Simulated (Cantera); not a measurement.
Input (Python, Cantera):

```python
import numpy as np
import cantera as ct

surf = ct.Interface("ptcombust.yaml", "Pt_surf")
gas = surf.adjacent["gas"]
gas.TPX = 1150, 100000, {'CH4': 0.0045, 'O2': 0.016, 'N2': 0.79}
surf.TP = 1150, 100000
reactor = ct.FlowReactor(gas, clone=False)
reactor.area = 0.0001  # m2
reactor.surface_area_to_volume_ratio = 880  # 1/m
reactor.mass_flow_rate = 0.1 * reactor.area * gas.density  # inlet velocity 0.1 m/s
reactor.energy_enabled = False
wall = ct.ReactorSurface(surf, reactor, clone=False)
net = ct.ReactorNet([reactor])
net.rtol, net.atol = 1e-8, 1e-16
show, cover = ['CH4', 'O2', 'H2O', 'CO2', 'CO'], ['PT(S)', 'H(S)', 'O(S)', 'OH(S)', 'CO(S)', 'C(S)']

rows = []
print(f"{'z/m':>9s}{'u/(m/s)':>9s}" + "".join(f"{s:>13s}" for s in show + cover))
for z in [0.0002, 0.00044, 0.00095, 0.002, 0.0044, 0.0095, 0.02]:
    net.advance(z)
    rows.append([reactor.speed, *gas[show].X, *surf[cover].coverages])
    print(f"{z:9.4g}{rows[-1][0]:9.3g}" + "".join(f"{x:13.4e}" for x in rows[-1][1:]))
```

Result:

```
      z/m  u/(m/s)          CH4           O2          H2O          CO2           CO        PT(S)         H(S)         O(S)        OH(S)        CO(S)         C(S)
   0.0002      0.1   1.8051e-03   1.2287e-02   7.4607e-03   3.7217e-03   2.7738e-06   5.1385e-01   2.4598e-06   4.8491e-01   1.2325e-03   5.6616e-06   6.8455e-08
  0.00044      0.1   4.1052e-04   9.5185e-03   1.0231e-02   5.1051e-03   6.5805e-07   5.2719e-01   3.0201e-06   4.7137e-01   1.4344e-03   1.4068e-06   1.6988e-08
  0.00095      0.1   1.5746e-05   8.7302e-03   1.1020e-02   5.4985e-03   2.8837e-08   5.3151e-01   3.1843e-06   4.6700e-01   1.4863e-03   5.6950e-08   6.7012e-10
    0.002      0.1   2.2525e-08   8.6929e-03   1.1058e-02   5.5167e-03   2.2951e-09   5.3173e-01   3.1924e-06   4.6677e-01   1.4888e-03   1.0765e-09   9.6007e-13
   0.0044      0.1   5.5909e-10   8.6854e-03   1.1068e-02   5.5202e-03   1.6124e-09   5.3179e-01   3.1945e-06   4.6671e-01   1.4894e-03   7.1358e-10   2.3839e-14
   0.0095      0.1   1.3143e-10   8.6741e-03   1.1079e-02   5.5264e-03   1.4037e-09   5.3188e-01   3.1972e-06   4.6662e-01   1.4901e-03   6.2052e-10   5.6079e-15
     0.02      0.1   1.6644e-11   8.6599e-03   1.1090e-02   5.5353e-03   7.5645e-10   5.3200e-01   3.2003e-06   4.6651e-01   1.4908e-03   3.3446e-10   7.1093e-16
```

Model: Deutschmann's 1995 Pt surface mechanism with GRI-Mech 3.0 gas chemistry, integrated in Cantera. Catalytic surfaces can have several steady states; this one follows from the mechanism file's or the stated starting coverage. Mass transfer to the wall is taken as infinitely fast.
